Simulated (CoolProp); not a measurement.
Saturation properties of sulfur dioxide (Tc = 157.5 °C, pc = 7.887 MPa, ω = 0.256).

Model: reference Helmholtz-energy equation of state, Gao 2016, in CoolProp.

| T (°C) | p (MPa) | liquid density (kg/m³) | vapour density (kg/m³) | liquid cp (kJ/(kg K)) | surface tension (mN/m) |
|---|---|---|---|---|---|
| 23.05 | 0.3672 | 1372 | 10.23 | 1.390 | 22.0 |
| 31.15 | 0.4794 | 1349 | 13.18 | 1.402 | 20.5 |
| 39.25 | 0.6163 | 1326 | 16.76 | 1.417 | 18.9 |
| 47.25 | 0.7787 | 1302 | 21.02 | 1.435 | 17.4 |
| 55.35 | 0.9743 | 1276 | 26.16 | 1.457 | 15.8 |
| 63.45 | 1.205 | 1250 | 32.28 | 1.483 | 14.3 |
| 71.45 | 1.470 | 1223 | 39.43 | 1.514 | 12.8 |
| 79.55 | 1.781 | 1194 | 47.99 | 1.553 | 11.3 |
| 87.55 | 2.133 | 1164 | 57.98 | 1.601 | 9.78 |

It boils at -10.0 °C under 1 atm.

Surface tension comes from a separate correlation (Mulero 2012).
